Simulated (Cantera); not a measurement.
Feed: 1 mol CO, 5.3 mol CO2, 0.044 mol O2, held at 1050 K and 1.00 bar.

Cantera equilibrium calculation (NASA polynomials, part measured and part estimated; ideal gas, pure solids and liquids). Candidate condensed phases: C; 12 gas species. Equilibrium is a limit: real reactors are often held back by kinetics, nucleation or transport.

Task: What is the equilibrium state?

Result: 
* **x(CO2)**: 0.855
* **x(CO)**: 0.145
* **gas amount**: 6.300 mol
* **log10 activity of C(graphite) (absent)**: -2.28
